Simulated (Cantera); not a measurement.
Charge: 1 mol SiH2Cl2, 1.2 mol N2, 2.1 mol H2, equilibrated at 7.00 mbar.

Method: chemical equilibrium by Gibbs-energy minimisation in Cantera with the NASA 1993 tables (ideal gas, pure condensed phases). Candidate condensed phases: NH4Cl, Si, Si3N4; 28 gas species. N2 is the only nitrogen source here; it is nearly inert below about 1500 K, so the nitride shown seldom forms there in practice. Mutual solubility and eutectic melting of coexisting phases are not modelled. Gases not in the tables: Si2H6 and higher silanes. Rates play no part.

Task: Which condensed phases are stable at each of these points (T (K)): 1250, 1325, 1400, 1475, 1550, 1625, 1700, 1775, 1850, 1925, 2000?

Result: 
```json
[
 {"T (K)": "1250", "condensed phases": "Si3N4(s)", "Si condensed (%)": "93.5"},
 {"T (K)": "1325", "condensed phases": "Si3N4(s)", "Si condensed (%)": "91.0"},
 {"T (K)": "1400", "condensed phases": "Si3N4(s)", "Si condensed (%)": "84.3"},
 {"T (K)": "1475", "condensed phases": "Si3N4(s)", "Si condensed (%)": "72.7"},
 {"T (K)": "1550", "condensed phases": "Si3N4(s)", "Si condensed (%)": "58.7"},
 {"T (K)": "1625", "condensed phases": "Si3N4(s)", "Si condensed (%)": "45.3"},
 {"T (K)": "1700", "condensed phases": "Si(l) + Si3N4(s)", "Si condensed (%)": "35.3"},
 {"T (K)": "1775", "condensed phases": "Si(l)", "Si condensed (%)": "36.5"},
 {"T (K)": "1850", "condensed phases": "Si(l)", "Si condensed (%)": "37.5"},
 {"T (K)": "1925", "condensed phases": "Si(l)", "Si condensed (%)": "37.7"},
 {"T (K)": "2000", "condensed phases": "Si(l)", "Si condensed (%)": "36.4"}
]
```

From 1250 K to 1625 K the condensed part is Si3N4(s). At 1700 K the condensed part is Si(l) + Si3N4(s). From 1775 K to 2000 K the condensed part is Si(l).
